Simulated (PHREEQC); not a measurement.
A PHREEQC input (ion-association model, phreeqc.dat):

```
SOLUTION 1
  temp 30
  units mg/L
  pH 8.42
  pe 8.5
  Na 1360
  K 186
  Ca 512
  Mg 169
  Cl 3340
  S(6) 404 as SO4
  Alkalinity 38.4 as HCO3 charge
  Zn 44.9
END
USE solution 1
EQUILIBRIUM_PHASES 1
  CO2(g) -3.4 10
END
```

It stops with these messages:

```
ERROR: Alkalinity cannot be used with charge balance or solution phase boundary constraints.
ERROR: Program terminating due to input errors.
```

The fault: charge balance asked on alkalinity. The line should read `as HCO3` where the input has `as HCO3 charge`. With the mend the run ends at pH 7.76 and ionic strength 0.123 mol/kgw.
